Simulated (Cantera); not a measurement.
A closed system holds: 1 mol Si, 4.5 mol Cl₂, 51 mol N₂, held at 800 K and 10000 Pa.

These are equilibrium values from Cantera (NASA tables, ideal gas, pure condensed phases), not measurements of a reactor. Candidate condensed phases: Si, Si₃N₄; 13 gas species. The numbers say what is thermodynamically allowed, not how fast it happens.

Base state: N₂ 0.936, Cl₂ 0.0459, SiCl₄ 0.0183 (mole fractions); condensed: gas only.

### Question
What changes in the equilibrium state with this change: Cl₂ from 4.5 to 0.53 mol?

### Answer
```tsv
species	before	after
N₂	0.936	0.995
SiCl₄	0.0183	0.00522
Cl₂	0.0459	<1e-9
Si₃N₄(s), mol	0	0.245
```
N₂ is the only nitrogen source here; it is nearly inert below about 1500 K, so the nitride shown seldom forms there in practice.

### Question
What changes in the equilibrium state with this change: 1.9 mol H₂ added?

### Answer
```tsv
species	before	after
N₂	0.936	0.904
HCl	0	0.0674
SiCl₄	0.0183	0.0177
Cl₂	0.0459	0.0106
```
Further candidate phases: NH₄Cl.

### Question
What changes in the equilibrium state with this change: temperature from 800 K to 1423 K?

### Answer
```tsv
species	before	after
N₂	0.936	0.926
Cl₂	0.0459	0.0353
Cl	6.33e-6	0.0201
SiCl₄	0.0183	0.0182
```
